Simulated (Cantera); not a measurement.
Cantera run:

```python
import numpy as np
import cantera as ct

gas_names = """
    O2 CrO3 SiO ZrO2 VO2 CO
""".split()
cond_names = """
    Cr(cr) Cr(L) Si(cr) Si(L) Ta(cr) Ta(L) Ta2O5(s) Ta2O5(L) Zr(a) Zr(b) Zr(L) Li(cr) Li(L) Li2O(s)
    Li2O(L) V(cr) V(L) C(gr)
""".split()


def load(file, names, dense=False):
    # The tables refer to 1 bar. Condensed volumes are neglected.
    table = {s.name: s for s in ct.Species.list_from_file(file)}
    out = []
    for n in names:
        d = dict(table[n].input_data)
        d["thermo"] = dict(d["thermo"], **{"reference-pressure": 1e5})
        if dense:
            d["equation-of-state"] = {"model": "constant-volume", "density": "1e6 g/cm^3"}
        out.append(ct.Species.from_dict(d))
    return out


species = {s.name: s for s in load("nasa_gas.yaml", gas_names) + load("nasa_condensed.yaml", cond_names)}
# Each term lists the table entries of one substance; the one whose range holds T is used.
reactions = {
    '0.6667 Cr + O2(g) = 0.6667 CrO3(g)':
        [(-0.6666666666666666, ['Cr(cr)', 'Cr(L)']), (-1, ['O2']), (0.6666666666666666, ['CrO3'])],
    '2 Si + O2(g) = 2 SiO(g)':
        [(-2, ['Si(cr)', 'Si(L)']), (-1, ['O2']), (2, ['SiO'])],
    '0.8 Ta + O2(g) = 0.4 Ta2O5':
        [(-0.8, ['Ta(cr)', 'Ta(L)']), (-1, ['O2']), (0.4, ['Ta2O5(s)', 'Ta2O5(L)'])],
    'Zr + O2(g) = ZrO2(g)':
        [(-1, ['Zr(a)', 'Zr(b)', 'Zr(L)']), (-1, ['O2']), (1, ['ZrO2'])],
    '4 Li + O2(g) = 2 Li2O':
        [(-4, ['Li(cr)', 'Li(L)']), (-1, ['O2']), (2, ['Li2O(s)', 'Li2O(L)'])],
    'V + O2(g) = VO2(g)':
        [(-1, ['V(cr)', 'V(L)']), (-1, ['O2']), (1, ['VO2'])],
    '2 C + O2(g) = 2 CO(g)':
        [(-2, ['C(gr)']), (-1, ['O2']), (2, ['CO'])],
}


def pick(names, T):
    return next(species[n] for n in names if species[n].thermo.min_temp <= T <= species[n].thermo.max_temp)


results = []
for label, terms in reactions.items():
    print(label)
    print("     T/K   dH/kJ  dS/(J/K)   dG/kJ   log10 K")
    for T in [973, 1023, 1073, 1123, 1173, 1223, 1273, 1323, 1373]:
        used = [(nu, pick(names, T)) for nu, names in terms]
        dH = sum(nu * s.thermo.h(T) for nu, s in used) / 1e6
        dS = sum(nu * s.thermo.s(T) for nu, s in used) / 1e3
        dG = dH - T * dS / 1e3
        logK = -dG * 1e6 / (ct.gas_constant * T * np.log(10))
        results.append((label, T, dH, dS, dG, logK, [s.name for _, s in used]))
        print(f"{T:8g} {dH:8.1f} {dS:8.1f} {dG:8.1f} {logK:8.2f}")
```

It prints:

```
0.6667 Cr + O2(g) = 0.6667 CrO3(g)
     T/K   dH/kJ  dS/(J/K)   dG/kJ   log10 K
     973   -197.3    -47.6   -151.1     8.11
    1023   -197.5    -47.7   -148.7     7.59
    1073   -197.7    -47.9   -146.3     7.12
    1123   -198.0    -48.1   -143.9     6.69
    1173   -198.2    -48.4   -141.5     6.30
    1223   -198.5    -48.6   -139.1     5.94
    1273   -198.8    -48.9   -136.6     5.61
    1323   -199.2    -49.1   -134.2     5.30
    1373   -199.6    -49.4   -131.7     5.01
2 Si + O2(g) = 2 SiO(g)
     T/K   dH/kJ  dS/(J/K)   dG/kJ   log10 K
     973   -210.4    164.3   -370.3    19.88
    1023   -211.2    163.5   -378.5    19.33
    1073   -212.1    162.7   -386.6    18.82
    1123   -212.9    161.9   -394.8    18.36
    1173   -213.8    161.2   -402.8    17.94
    1223   -214.7    160.4   -410.9    17.55
    1273   -215.6    159.7   -418.9    17.19
    1323   -216.5    159.0   -426.8    16.85
    1373   -217.5    158.3   -434.8    16.54
0.8 Ta + O2(g) = 0.4 Ta2O5
     T/K   dH/kJ  dS/(J/K)   dG/kJ   log10 K
     973   -810.4   -168.2   -646.7    34.72
    1023   -809.6   -167.5   -638.3    32.59
    1073   -808.8   -166.7   -629.9    30.66
    1123   -808.0   -166.0   -621.6    28.91
    1173   -807.2   -165.2   -613.3    27.31
    1223   -806.3   -164.6   -605.1    25.84
    1273   -805.5   -163.9   -596.9    24.49
    1323   -804.7   -163.2   -588.7    23.24
    1373   -803.8   -162.6   -580.6    22.09
Zr + O2(g) = ZrO2(g)
     T/K   dH/kJ  dS/(J/K)   dG/kJ   log10 K
     973   -290.9     21.5   -311.9    16.74
    1023   -291.4     21.0   -312.9    15.98
    1073   -291.9     20.6   -314.0    15.28
    1123   -292.5     20.1   -315.0    14.65
    1173   -296.9     16.2   -315.9    14.07
    1223   -297.3     15.8   -316.7    13.52
    1273   -297.7     15.5   -317.4    13.03
    1323   -298.0     15.2   -318.2    12.56
    1373   -298.5     14.9   -319.0    12.13
4 Li + O2(g) = 2 Li2O
     T/K   dH/kJ  dS/(J/K)   dG/kJ   log10 K
     973  -1209.4   -276.8   -940.0    50.46
    1023  -1207.6   -275.9   -925.3    47.25
    1073  -1206.3   -274.7   -911.6    44.38
    1123  -1205.0   -273.5   -897.9    41.76
    1173  -1203.5   -272.2   -884.2    39.37
    1223  -1201.9   -270.9   -870.7    37.19
    1273  -1200.2   -269.5   -857.1    35.17
    1323  -1198.5   -268.2   -843.7    33.31
    1373  -1196.7   -266.8   -830.3    31.59
V + O2(g) = VO2(g)
     T/K   dH/kJ  dS/(J/K)   dG/kJ   log10 K
     973   -238.1     21.3   -258.9    13.90
    1023   -238.6     20.9   -260.0    13.27
    1073   -239.1     20.4   -261.0    12.71
    1123   -239.6     20.0   -262.0    12.19
    1173   -240.1     19.5   -263.0    11.71
    1223   -240.7     19.1   -264.0    11.27
    1273   -241.2     18.6   -264.9    10.87
    1323   -241.8     18.1   -265.8    10.50
    1373   -242.5     17.7   -266.7    10.15
2 C + O2(g) = 2 CO(g)
     T/K   dH/kJ  dS/(J/K)   dG/kJ   log10 K
     973   -223.7    176.9   -395.8    21.25
    1023   -224.2    176.3   -404.6    20.66
    1073   -224.8    175.8   -413.4    20.13
    1123   -225.5    175.2   -422.2    19.64
    1173   -226.1    174.7   -431.0    19.19
    1223   -226.7    174.1   -439.7    18.78
    1273   -227.4    173.6   -448.4    18.40
    1323   -228.0    173.1   -457.0    18.04
    1373   -228.7    172.6   -465.7    17.72
```

Cantera with NASA thermochemical tables; ideal gases at 1 bar, condensed phases pure. Condensed species are held in their standard states even where they would react or evaporate.
